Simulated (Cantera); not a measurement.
A closed system holds: 1 mol Al, 2.7 mol BCl3, 0.33 mol H2, 2.6 mol Cl2, equilibrated at 400 K and 1.20 Pa.

These are equilibrium values from Cantera (NASA tables, ideal gas, pure condensed phases), not measurements of a reactor. Candidate condensed phases: Al, AlCl3, B; 20 gas species. Equilibrium is a limit: real reactors are often held back by kinetics, nucleation or transport.

Base state: BCl3 0.582, Cl2 0.166, HCl 0.142, Al2Cl6 0.105, AlCl3 0.00515 (mole fractions); condensed: gas only.

**Question.** What changes in the equilibrium state with this change: pressure from 1.20 Pa to 133 Pa?

**Answer.** 
```tsv
species	before	after
BCl3	0.582	0.583
Cl2	0.166	0.166
HCl	0.142	0.143
AlCl3	0.00515	0.000495
Al2Cl6	0.105	0.108
```
